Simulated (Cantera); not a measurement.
A Cantera script and what it prints.

```python
import numpy as np
import cantera as ct

gas_names = """
    CL CL2 H HCL H2 N NH NH2 NH3 N2 N2H2 N2H4 Si SiCL SiCL2 SiCL3 SiCL4 SiH SiHCL3 SiH2 SiH2CL2 SiH3
    SiH3CL SiH4 SiN Si2 Si2N Si3
""".split()
cond_names = """
    NH4CL(a) NH4CL(b) Si(cr) Si(L) Si3N4(a)
""".split()


# ... load() reads the species with a 1 bar reference pressure and builds the phases ...
atoms = {
    'SiCl4': {'Si': 1, 'CL': 4},
    'HCl': {'H': 1, 'CL': 1},
    'H2': {'H': 2},
    'NH3': {'N': 1, 'H': 3},
}
top_T = {'Si3N4(a)': 2400}  # K; cautious upper limits of use, not melting points


# ... equilibrate(T, P, feed) seeds the gas with the atoms and calls Mixture.equilibrate('TP', solver="vcs", rtol=1e-11, max_steps=5000) ...
results = []
feed = {'SiCl4': 1, 'HCl': 1.7, 'H2': 9.6, 'NH3': 0.087}  # mol
P = 10000  # Pa
for T in [573, 723, 873, 1023, 1173, 1323, 1473, 1623, 1773]:
    mix = equilibrate(T, P, feed)
    results.append((T, P, feed, dict(zip(mix.species_names, mix.species_moles))))

top = {s: max(r[3][s] / sum(r[3][g] for g in gas_names) for r in results) for s in gas_names}
cols = sorted((s for s in top if top[s] > 1e-05), key=lambda s: -top[s])[:5]
seen = [c for c in cond_names if any(r[3].get(c, 0) > 1e-12 for r in results)]
print("log10 of partial pressures in bar; condensed amounts in mol")
print(f"{'T/K':>10s}" + "".join(f"{s[:9]:>10s}" for s in cols + seen))
for T, P, feed, n in results:
    ng = sum(n[g] for g in gas_names)
    print(f"{T:10.4g}" + "".join(f"{np.log10(max(n[s] / ng * P / 1e5, 1e-99)):10.3f}" for s in cols)
          + "".join(f"{n.get(c, 0):10.4g}" for c in seen))
```

Output:

```
log10 of partial pressures in bar; condensed amounts in mol
       T/K        H2       HCL     SiCL4     SiCL2     SiCL3  Si3N4(a)
       573    -1.108    -1.865    -2.096   -17.696   -11.574         0
       723    -1.113    -1.817    -2.120   -12.064    -8.291   0.01689
       873    -1.115    -1.805    -2.129    -8.349    -6.123   0.02048
      1023    -1.116    -1.797    -2.144    -5.755    -4.612    0.0212
      1173    -1.121    -1.774    -2.194    -3.915    -3.552   0.02131
      1323    -1.140    -1.696    -2.399    -2.806    -2.972   0.01998
      1473    -1.167    -1.620    -2.916    -2.324    -2.887         0
      1623    -1.181    -1.580    -3.646    -2.196    -3.105         0
      1773    -1.186    -1.569    -4.369    -2.158    -3.379         0
```

Method: chemical equilibrium by Gibbs-energy minimisation in Cantera with the NASA 1993 tables (ideal gas, pure condensed phases). The tables' values for SiCl3, SiCl are old estimates; treat these amounts as uncertain.
